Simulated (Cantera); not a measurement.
Cantera run, input and output.

```python
import numpy as np
import cantera as ct

gas = ct.Solution("gri30.yaml")
gas.TPX = 1800, 160000, {'NO': 1, 'N2': 0.065}
inlet = ct.Reservoir(gas, clone=True)

reactor = ct.IdealGasConstPressureReactor(gas, energy="off", clone=False)
exhaust = ct.Reservoir(gas, clone=True)
tau = [10, 2, 0.4, 0.079, 0.016, 0.0031, 0.00061, 0.00012][0]
for a, b in ((inlet, reactor), (reactor, exhaust)):
    ct.MassFlowController(a, b, mdot=lambda t: reactor.mass / tau)
net = ct.ReactorNet([reactor])
show = ['NO', 'N2', 'O2', 'N2O', 'O', 'NO2']

rows = []
print(f"{'tau/s':>10s}{'T/K':>9s}" + "".join(f"{s:>11s}" for s in show))
for tau in [10, 2, 0.4, 0.079, 0.016, 0.0031, 0.00061, 0.00012]:
    net.initial_time = 0.0
    net.advance(30 * tau)
    before = gas.X
    net.advance(40 * tau)
    drift = np.max(np.abs(gas.X - before) / (gas.X + 1e-9))
    rows.append([gas.T, *gas[show].X, drift])
    print(f"{tau:10.3e}{gas.T:9.1f}" + "".join(f"{x:11.3e}" for x in gas[show].X))
```

It prints:

```
     tau/s      T/K         NO         N2         O2        N2O          O        NO2
 1.000e+01   1800.0  2.561e-01  4.022e-01  3.406e-01  2.683e-05  5.686e-05  1.035e-03
 2.000e+00   1800.0  5.016e-01  2.793e-01  2.174e-01  1.037e-04  4.600e-05  1.628e-03
 4.000e-01   1800.0  7.563e-01  1.518e-01  9.000e-02  2.399e-04  3.087e-05  1.620e-03
 7.900e-02   1800.0  8.905e-01  8.477e-02  2.330e-02  3.344e-04  1.831e-05  1.097e-03
 1.600e-02   1800.0  9.283e-01  6.594e-02  4.673e-03  3.466e-04  1.234e-05  7.432e-04
 3.100e-03   1800.0  9.368e-01  6.181e-02  6.223e-04  2.761e-04  9.016e-06  5.207e-04
 6.100e-04   1800.0  9.385e-01  6.111e-02  2.759e-05  1.311e-04  4.474e-06  2.110e-04
 1.200e-04   1800.0  9.389e-01  6.104e-02  5.463e-07  3.556e-05  1.758e-06  4.024e-05
```

Computed with Cantera and GRI-Mech 3.0 (53 species, 325 reactions).
